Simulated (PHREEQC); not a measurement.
Consider water at 20 °C with 30 mmol/kgw TMAH and 22 mmol/kgw HI. Closed to the air; pH follows from the charge balance.

Computed with PHREEQC (ion-association model, wateq4f.dat).

The pH comes out as 12.00 and the ionic strength is 0.0300 mol/kgw. The total alkalinity comes out as 8.00 meq/kg.

```
species   molality  activity   log γ
--------  --------  --------  ------
(CH3)4N+    0.0300    0.0255  -0.071
I-          0.0220    0.0187  -0.070
OH-        0.00800   0.00676  -0.073
```

Precipitation was switched off in this run. (CH3)4N+ isn't in the database: it is added as a free cation with an ion size of 4 Å.
